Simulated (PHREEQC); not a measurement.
# Leach liquor: an equilibrium model

A solution holds 0.88 mol/kgw HCl, 0.014 mol/kgw Al2(SO4)3 and 0.011 mol/kgw MgSO4, at 20 °C. Closed to the air; pH follows from the charge balance.

Computed with PHREEQC (ion-association model, phreeqc.dat).

This is a speciation only: nothing precipitates in the calculation.

Predict the pH, density, ionic strength.

pH 0.21; density 1.019 g/cm³; ionic strength 1.01 mol/kgw.

In which forms is S present?

HSO4- 82 %, AlSO4+ 9.0 %, SO4-2 7.7 %, AlHSO4+2 0.7 %, MgSO4 0.6 % of the S.

Caution: at this ionic strength the ion-association model is outside its range; a Pitzer model would be the better tool where its parameters exist.
